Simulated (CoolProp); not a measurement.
2000 sccm (0 °C, 1 atm) of nitrogen bubbles through liquid hexamethyldisiloxane (MM) at 302.2 K and leaves saturated at a total pressure of 0.15 MPa (ideal gas phase). Each further row changes one setting.

Values from CoolProp's reference Helmholtz-energy equation of state, Thol 2016.

```json
[
 {"case": "as stated", "vapour pressure (kPa)": "6.82", "mole fraction of vapour": "0.0455", "delivery (mg/min)": "691", "delivery (sccm)": "95.3", "change of delivery for a bath 1 K warmer (%)": "5.3"},
 {"case": "bath temperature 307.2 K", "vapour pressure (kPa)": "8.68", "mole fraction of vapour": "0.0578", "delivery (mg/min)": "890", "delivery (sccm)": "123", "change of delivery for a bath 1 K warmer (%)": "5.1"},
 {"case": "total pressure 0.3 MPa", "vapour pressure (kPa)": "6.82", "mole fraction of vapour": "0.0227", "delivery (mg/min)": "337", "delivery (sccm)": "46.6", "change of delivery for a bath 1 K warmer (%)": "5.1"}
]
```
